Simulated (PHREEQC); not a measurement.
PHREEQC input (ion-association model, wateq4f.dat):

```
SOLUTION_MASTER_SPECIES
  An  An-  0  An  62.0  # stands for a non-complexing anion
SOLUTION_SPECIES
  An- = An-
    -log_k 0
    -gamma 3.0 0
PHASES
  Fix_H+
    H+ = H+
    -log_k 0
SOLUTION 1
  temp 25
  units mmol/kgw
  pH 7 charge
  F 0.0017
  Na 100.002
  Cl 8
  Ni 4
  An 100
END
SELECTED_OUTPUT 1
  -reset false
  -pH true
  -pe true
  -ionic_strength true
  -water true
  -totals Cl F Na Ni
  -molalities Hfo_wOH Hfo_wOH2+ Hfo_wO- Hfo_sOH Hfo_sOH2+ Hfo_sO- Hfo_wF Hfo_wOHF- Hfo_sONi+ Hfo_wONi+
  -saturation_indices Ni(OH)2 Halite
USER_PUNCH 1
  -headings sigma psi
  10 PUNCH EDL("sigma", "Hfo"), EDL("psi", "Hfo")
PRINT
  -reset false
USE solution 1
SURFACE 1
  Hfo_wOH 0.00130337 600 0.58
  Hfo_sOH 3.25843e-05
EQUILIBRIUM_PHASES 1
  Fix_H+ -4 HAn 10
    -force_equality true
  O2(g) -0.68 10
END
# ... the last block is repeated for the other 12 points of pH, with NaOH or the acid as the point needs
```

Selected output (columns that matter, 13 of 13 rows; pH added in front):

```
pH	mu	Cl	F	Na	Ni	m_Hfo_wOH	m_Hfo_wOH2+	m_Hfo_wO-	m_Hfo_sOH	m_Hfo_sOH2+	si_Ni(OH)2	si_Halite	sigma	psi
4	0.11265	0.008	2.3319e-07	0.1	0.0039995	0.00015993	0.0011414	5.1332e-07	3.9433e-06	2.8145e-05	-5.648	-4.9126	0.32423	0.14413
4.5	0.11247	0.008	2.7151e-07	0.1	0.003996	0.00032	0.00097932	2.3953e-06	7.0933e-06	2.1708e-05	-4.6481	-4.9125	0.27785	0.13631
5	0.1123	0.008	3.6437e-07	0.1	0.0039817	0.00051387	0.0007786	7.7695e-06	6.3579e-06	9.6332e-06	-3.6495	-4.9124	0.22127	0.12479
5.5	0.11212	0.008	5.2731e-07	0.1	0.0039579	0.00069268	0.00057722	1.9043e-05	2.0299e-06	1.6915e-06	-2.6519	-4.9123	0.16668	0.11057
6	0.11182	0.008	7.5649e-07	0.1	0.0038839	0.00080568	0.00037276	3.9894e-05	4.1305e-07	1.911e-07	-1.6598	-4.912	0.12432	0.096113
6.5	0.11141	0.008	9.5143e-07	0.10029	0.003661	0.00076014	0.00014403	9.1907e-05	1.0852e-07	2.0562e-08	-0.6851	-4.9104	0.10826	0.089471
7	0.11116	0.0079999	1.1141e-06	0.10077	0.0034105	0.00050758	2.8084e-05	0.00021016	3.9986e-08	2.2124e-09	0.2842	-4.9081	0.1128	0.091517
7.5	0.11098	0.0079998	1.3488e-06	0.1011	0.0032428	0.0002378	3.8459e-06	0.00033683	1.4411e-08	2.3307e-10	1.2619	-4.9065	0.11749	0.093538
8	0.11088	0.0079998	1.5466e-06	0.10127	0.0031617	8.8632e-05	4.4055e-07	0.00040849	4.8316e-09	2.4016e-11	2.249	-4.9057	0.11922	0.094271
8.5	0.1108	0.0079998	1.6448e-06	0.10139	0.0031317	2.9933e-05	4.6901e-08	0.00043765	1.5733e-09	2.4651e-12	3.2377	-4.905	0.11938	0.094352
9	0.1106	0.0079998	1.6816e-06	0.10172	0.0031248	1.0003e-05	5.0855e-09	0.00045074	5.2144e-10	2.651e-13	4.2061	-4.9034	0.11767	0.093691
9.5	0.10985	0.0079998	1.6938e-06	0.10326	0.003138	3.8129e-06	7.0838e-10	0.00047015	2.0191e-10	3.7513e-14	5.0553	-4.896	0.10863	0.089975
10	0.10881	0.0079998	1.6978e-06	0.1066	0.003188	2.3063e-06	2.3359e-10	0.00052164	1.2995e-10	1.3161e-14	5.5101	-4.8809	0.080489	0.075983
```

Along this series the solution becomes supersaturated in solids that the run did not let form, among them Ni(OH)2. Complexes and solids missing from the database can't appear.
